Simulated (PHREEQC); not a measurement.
Dissolve 1 mol HCl, 0.00025 mol FeCl3 and 0.00024 mol MnSO4 per kg of water at 20 °C. It is in equilibrium with CO2 at log p = -2 (atm). Otherwise closed; pH follows from the charge balance.

The numbers come from PHREEQC with the ion-association model, phreeqc.dat.

Each row changes one thing in this solution. No solid was allowed to form.

```json
[
 {"case": "as made", "pH": "0.13", "HSO4- (mol/kgw)": "0.000222", "FeCl+2 (mol/kgw)": "0.000123", "FeCl2+ (mol/kgw)": "0.000105", "Fe+3 (mol/kgw)": "1.90e-5", "SO4-2 (mol/kgw)": "1.74e-5", "SI of Goethite (FeOOH)": "-4.70", "SI of Hematite (Fe2O3)": "-7.40"},
 {"case": "0.01 mol/kgw Ca(HCO3)2 added", "pH": "0.14", "HSO4- (mol/kgw)": "0.000215", "FeCl+2 (mol/kgw)": "0.000123", "FeCl2+ (mol/kgw)": "0.000105", "Fe+3 (mol/kgw)": "1.90e-5", "SO4-2 (mol/kgw)": "1.73e-5", "SI of Goethite (FeOOH)": "-4.67", "SI of Hematite (Fe2O3)": "-7.35"},
 {"case": "0.03 mol/kgw AlCl3 added", "pH": "0.13", "HSO4- (mol/kgw)": "…", "FeCl+2 (mol/kgw)": "0.000122", "FeCl2+ (mol/kgw)": "0.000107", "Fe+3 (mol/kgw)": "1.75e-5", "SO4-2 (mol/kgw)": "…", "SI of Goethite (FeOOH)": "-4.75", "SI of Hematite (Fe2O3)": "…"},
 {"case": "MnSO4 from 0.00024 to 0.000216 mol/kgw", "pH": "0.13", "HSO4- (mol/kgw)": "0.000200", "FeCl+2 (mol/kgw)": "0.000123", "FeCl2+ (mol/kgw)": "0.000105", "Fe+3 (mol/kgw)": "1.90e-5", "SO4-2 (mol/kgw)": "1.56e-5", "SI of Goethite (FeOOH)": "-4.70", "SI of Hematite (Fe2O3)": "-7.40"},
 {"case": "FeCl3 replaced by Fe2(SO4)3 at the same molality", "pH": "0.13", "HSO4- (mol/kgw)": "…", "FeCl+2 (mol/kgw)": "0.000245", "FeCl2+ (mol/kgw)": "0.000209", "Fe+3 (mol/kgw)": "3.79e-5", "SO4-2 (mol/kgw)": "7.16e-5", "SI of Goethite (FeOOH)": "-4.40", "SI of Hematite (Fe2O3)": "-6.80"}
]
```

### Question
Some entries are withheld; supply them.

### Answer

- 0.03 mol/kgw AlCl3 added, HSO4- (mol/kgw): 0.000197
- 0.03 mol/kgw AlCl3 added, SO4-2 (mol/kgw): 1.72e-5
- 0.03 mol/kgw AlCl3 added, SI of Hematite (Fe2O3): -7.51
- FeCl3 replaced by Fe2(SO4)3 at the same molality, HSO4- (mol/kgw): 0.000916

The ionic strength passes 0.7 mol/kgw, the rough limit of the ion-association models, in every such run.
